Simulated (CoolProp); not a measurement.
Saturation properties of CH2F2 (R32) (Tc = 78.1 °C, pc = 5783 kPa, ω = 0.277).

The numbers come from the reference Helmholtz-energy equation of state, Tillner-Roth 1997 in CoolProp.

| T (°C) | p (kPa) | liquid cp (kJ/(kg K)) | vapour Z | surface tension (mN/m) | liquid conductivity (mW/(m K)) |
|---|---|---|---|---|---|
| -52.45 | 97.27 | 1.586 | 0.9590 | 20.8 | 194 |
| -48.25 | 120.1 | 1.592 | 0.9531 | 20.0 | 191 |
| -43.95 | 147.8 | 1.600 | 0.9466 | 19.1 | 188 |
| -39.75 | 179.4 | 1.608 | 0.9396 | 18.3 | 185 |
| -35.55 | 216.2 | 1.617 | 0.9320 | 17.5 | 182 |
| -31.35 | 258.5 | 1.628 | 0.9239 | 16.7 | 179 |
| -27.15 | 307.1 | 1.639 | 0.9152 | 15.9 | 176 |
| -22.85 | 363.9 | 1.652 | 0.9056 | 15.1 | 172 |
| -18.65 | 426.8 | 1.665 | 0.8956 | 14.3 | 169 |
| -14.45 | 497.9 | 1.680 | 0.8850 | 13.6 | 166 |
| -10.25 | 577.6 | 1.697 | 0.8737 | 12.8 | 163 |
| -5.95 | 669.0 | 1.716 | 0.8614 | 12.0 | 159 |
| -1.75 | 768.5 | 1.736 | 0.8487 | 11.3 | 156 |
| 2.45 | 878.8 | 1.758 | 0.8352 | 10.6 | 153 |

It boils at -51.7 °C under 1 atm.

Thermal conductivity comes from a separate model (Huber 2003), an estimate that may be off by 10 % or more. Surface tension comes from a separate correlation (Mulero 2012).
